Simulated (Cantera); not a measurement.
A closed system holds: 1 mol CuO, 0.57 mol C, 0.013 mol CO, equilibrated at 100 Torr.

These are equilibrium values from Cantera (NASA tables, ideal gas, pure condensed phases), not measurements of a reactor. Candidate condensed phases: C, Cu, CuO, Cu2O; 15 gas species. Rates play no part.

### Question
At 1475 °C, list the 3 most abundant gas species with their mole fractions, and the condensed phases.

### Answer
CO2 0.736, CO 0.262, Cu 0.00219. Condensed: Cu(l).
